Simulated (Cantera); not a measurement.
Mixture: C3H8 : O2 : N2 = 1 : 12.2 : 45.9 (molar parts), at 3750 Torr, adiabatic and at constant pressure. Ignition delay is the time to a rise of 400 K.

Computed with Cantera and GRI-Mech 3.0 (53 species, 325 reactions). GRI-Mech 3.0 was tuned for natural gas; its chemistry of propane as a main component is partial and can be far from experiment.

Q: What does this change do: constant volume in place of constant pressure?

A: 
```
quantity                                                before       after
--------------------------------------------------  ----------  ----------
delay at 1223 K                                        1.51 ms     1.44 ms
delay at 1323 K                                       0.277 ms    0.261 ms
delay at 1423 K                                        68.9 µs     63.5 µs
delay at 1523 K                                        23.4 µs     21.1 µs
delay at 1623 K                                        10.5 µs     9.15 µs
apparent activation energy between 1523 and 1623 K  170 kJ/mol  170 kJ/mol
```

Q: What does this change do: pressure from 3750 Torr to 7500 Torr?

A: 
| quantity | before | after |
|---|---|---|
| delay at 1223 K | 1.51 ms | 0.972 ms |
| delay at 1323 K | 0.277 ms | 0.192 ms |
| delay at 1423 K | 68.9 µs | 48.7 µs |
| delay at 1523 K | 23.4 µs | 16.2 µs |
| delay at 1623 K | 10.5 µs | 6.92 µs |
| apparent activation energy between 1523 and 1623 K | 170 kJ/mol | 170 kJ/mol |
